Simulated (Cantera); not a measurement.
Charge: 1 mol Nb, 0.87 mol O₂, 32 mol H₂, held at 1.50 Pa.

Method: chemical equilibrium by Gibbs-energy minimisation in Cantera with the NASA 1993 tables (ideal gas, pure condensed phases). Candidate condensed phases: H₂O, Nb, NbO, NbO₂, Nb₂O₅; 12 gas species. NbO: taken at fixed stoichiometry. Rates play no part.

Q: Which condensed phases are stable at each of these points (T (K)): 1948, 1998, 2048, 2098, 2148, 2198, 2248, 2298, 2348, 2398?

A: 
```csv
T (K),condensed phases,Nb condensed (%)
1948,NbO(s),15.4
1998,gas only,0.0
2048,gas only,0.0
2098,gas only,0.0
2148,gas only,0.0
2198,gas only,0.0
2248,gas only,0.0
2298,gas only,0.0
2348,gas only,0.0
2398,gas only,0.0
```

At 1948 K the condensed part is NbO(s). From 1998 K to 2398 K nothing is condensed.
